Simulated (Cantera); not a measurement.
A freely propagating, adiabatic, planar premixed flame of CH4 : C2H6 : O2 : N2 = 1 : 1.1 : 4.5 : 16.9 (molar parts), unburnt at 325 K and 1.20 bar; mixture-averaged transport, grid criteria slope 0.08 and curve 0.16, no radiation.

Cantera simulation using GRI-Mech 3.0 (53 species, 325 reactions); the numbers are that mechanism's predictions, not measurements. Burning velocities carry a grid error of a few per cent, more on coarse grids.

Q: How do the results move with these cheaper or finer settings: unity-Lewis-number transport; multicomponent transport; multicomponent+Soret transport; grid criteria slope 0.5, curve 1; grid criteria slope 0.25, curve 0.5; grid criteria slope 0.03, curve 0.06?

A: 
```tsv
setting	laminar burning velocity	thermal thickness	peak x(HCN)	grid points	grid points
as above	35.0 cm/s	0.391 mm	2.60e-5	152	152
unity-Lewis-number transport	23.8 cm/s	0.516 mm	2.81e-5	154	154
multicomponent transport	35.1 cm/s	0.398 mm	2.60e-5	152	152
multicomponent+Soret transport	35.2 cm/s	0.391 mm	2.51e-5	154	154
grid criteria slope 0.5, curve 1	38.1 cm/s	0.426 mm	2.65e-5	37	37
grid criteria slope 0.25, curve 0.5	36.2 cm/s	0.403 mm	2.61e-5	60	60
grid criteria slope 0.03, curve 0.06	34.8 cm/s	0.387 mm	2.56e-5	365	365
```
The base run took around 12 core-seconds (rough).
Unity Lewis numbers drop preferential diffusion, which matters most where H2 and H carry the flame; Soret adds thermal diffusion.
